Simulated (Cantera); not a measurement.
**CsCl + H2O + H2 (halide evaporation, hydrolysis and transport)**

Input: 1 mol CsCl, 13 mol H2O, 110 mol H2, at 133 Pa.

These are equilibrium values from Cantera (NASA tables, ideal gas, pure condensed phases), not measurements of a reactor. Candidate condensed phases: Cs, CsCl, CsOH, H2O; 22 gas species. Equilibrium is a limit: real reactors are often held back by kinetics, nucleation or transport.

| T (°C) | x H2 | x H2O | x H | x CsCl | x Cs | x HCl | x OH | x Cl |
|---|---|---|---|---|---|---|---|---|
| 1202 | 0.886 | 0.105 | 0.000334 | 0.00752 | 0.000485 | 0.000539 | 1.04e-6 | 1.65e-7 |
| 1302 | 0.885 | 0.105 | 0.00107 | 0.00714 | 0.000857 | 0.000918 | 4.60e-6 | 8.82e-7 |
| 1402 | 0.883 | 0.105 | 0.00299 | 0.00659 | 0.00138 | 0.00145 | 1.71e-5 | 3.83e-6 |
| 1502 | 0.878 | 0.104 | 0.00743 | 0.00589 | 0.00207 | 0.00213 | 5.49e-5 | 1.38e-5 |
| 1602 | 0.869 | 0.104 | 0.0167 | 0.00503 | 0.00288 | 0.00291 | 0.000156 | 4.24e-5 |
| 1702 | 0.851 | 0.102 | 0.0346 | 0.00409 | 0.00374 | 0.00371 | 0.000396 | 0.000112 |
| 1802 | 0.821 | 0.100 | 0.0661 | 0.00313 | 0.00457 | 0.00438 | 0.000919 | 0.000261 |
x: gas mole fraction; nothing condenses.

From 1202 °C to 1802 °C nothing is condensed. The main Cs-bearing gas is CsCl at 1202 °C and Cs at 1802 °C.
